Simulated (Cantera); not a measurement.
Feed: 1 mol SO₂, 1 mol H₂O, 40 mol N₂, held at 2975 K and 133 Pa.

Cantera equilibrium calculation (NASA polynomials, part measured and part estimated; ideal gas, pure solids and liquids). Equilibrium is a limit: real reactors are often held back by kinetics, nucleation or transport.

```json
[
 {"species": "N₂", "before": "0.871", "after": "0.920"},
 {"species": "H", "before": "0.0431", "after": "0.0163"},
 {"species": "SO", "before": "0.00134", "after": "0.0109"},
 {"species": "O", "before": "0.0606", "after": "0.0107"},
 {"species": "S", "before": "0.0204", "after": "0.00279"},
 {"species": "H₂O", "before": "2.19e-6", "after": "0.00630"},
 {"species": "SO₂", "before": "1.84e-5", "after": "0.00903"},
 {"species": "H₂", "before": "0.000116", "after": "0.00557"},
 {"species": "OH", "before": "0.000265", "after": "0.00599"},
 {"species": "N", "before": "0.000303", "after": "1.69e-5"},
 {"species": "SH", "before": "1.04e-5", "after": "0.000180"}
]
```
Gas species are given as mole fractions.

Q: Which change was made?
A) temperature from 2975 K to 1800 K
B) temperature from 2975 K to 1573.15 K
C) pressure from 133 Pa to 45000 Pa
D) temperature from 2975 K to 2298 K

A: C, pressure from 133 Pa to 45000 Pa
